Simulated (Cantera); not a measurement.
**Aluminium nitride and oxide growth: AlCl3 + N2O + H2**

Input: 1 mol AlCl3, 1.6 mol N2O, 6.1 mol H2, at 0.00133 bar.

Cantera equilibrium calculation (NASA polynomials, part measured and part estimated; ideal gas, pure solids and liquids). Candidate condensed phases: Al, AlCl3, AlN, Al2O3, H2O, NH4Cl; 45 gas species. The tables' values for AlCl2, AlOH are old estimates; treat these amounts as uncertain. Condensed phases not in the tables: AlOCl. Rates play no part.

| T (°C) | x H2 | x HCl | x N2 | x H | x Cl | x H2O | x AlCl | n Al2O3(s) |
|---|---|---|---|---|---|---|---|---|
| 625 | 0.489 | 0.326 | 0.174 | 2.10e-9 | 1.37e-9 | 0.0109 | <1e-12 | 0.500 |
| 725 | 0.489 | 0.326 | 0.174 | 4.12e-8 | 2.56e-8 | 0.0109 | <1e-12 | 0.500 |
| 825 | 0.489 | 0.326 | 0.174 | 4.74e-7 | 2.83e-7 | 0.0109 | <1e-12 | 0.500 |
| 925 | 0.489 | 0.326 | 0.174 | 3.64e-6 | 2.11e-6 | 0.0109 | 1.51e-11 | 0.500 |
| 1025 | 0.489 | 0.326 | 0.174 | 2.05e-5 | 1.15e-5 | 0.0109 | 6.89e-10 | 0.500 |
| 1125 | 0.489 | 0.326 | 0.174 | 9.06e-5 | 4.98e-5 | 0.0109 | 1.79e-8 | 0.500 |
| 1225 | 0.489 | 0.326 | 0.174 | 0.000329 | 0.000177 | 0.0109 | 2.97e-7 | 0.500 |
| 1325 | 0.489 | 0.325 | 0.174 | 0.00102 | 0.000537 | 0.0109 | 3.42e-6 | 0.500 |
| 1425 | 0.487 | 0.324 | 0.174 | 0.00276 | 0.00143 | 0.0109 | 2.89e-5 | 0.500 |
| 1525 | 0.485 | 0.321 | 0.173 | 0.00671 | 0.00340 | 0.0112 | 0.000184 | 0.499 |
| 1625 | 0.479 | 0.314 | 0.172 | 0.0148 | 0.00733 | 0.0122 | 0.000848 | 0.495 |
| 1725 | 0.467 | 0.301 | 0.170 | 0.0300 | 0.0144 | 0.0149 | 0.00267 | 0.486 |
| 1825 | 0.446 | 0.279 | 0.166 | 0.0563 | 0.0259 | 0.0198 | 0.00604 | 0.467 |
| 1925 | 0.413 | 0.246 | 0.161 | 0.0980 | 0.0425 | 0.0265 | 0.0109 | 0.438 |
x: gas mole fraction; n: condensed amount in mol.

From 625 °C to 1925 °C the condensed part is Al2O3(s).
